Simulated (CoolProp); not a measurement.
A single-stage vapour-compression cycle with the fluid: evaporating at 302.15 K (dew point), condensing at 330.15 K (bubble point), superheat 10 K, subcooling 5 K, compressor efficiency 0.65, no pressure losses. The same conditions are run with several fluids, on thermodynamics alone (safety and materials aside).

Model: reference Helmholtz-energy equation of state of each fluid (n-hexane: Thol 2019; R143a: Lemmon and Jacobsen 2000; n-pentane: Thol 2019; tetrahydrofuran: Fiedler 2023; C3F8 (R218): Lemmon 2006; R22: Kamei 1995), in CoolProp.

Question: Rank n-hexane, R143a, n-pentane, tetrahydrofuran, C3F8 (R218), R22 by cooling COP, highest first.

Answer: tetrahydrofuran (6.67), n-hexane (6.61), n-pentane (6.57), R22 (5.91), R143a (5.41), C3F8 (R218) (5.19)

```csv
fluid,pressure ratio,discharge temperature (K),refrigerating effect (kJ/kg),volumetric capacity (kJ/m³)
n-hexane,2.89,341.0,327,264
R143a,1.93,349.5,126,7470
n-pentane,2.49,342.2,326,741
tetrahydrofuran,2.92,363.6,413,298
C3F8 (R218),1.97,337.1,54.4,4830
R22,1.96,360.5,157,7270
```
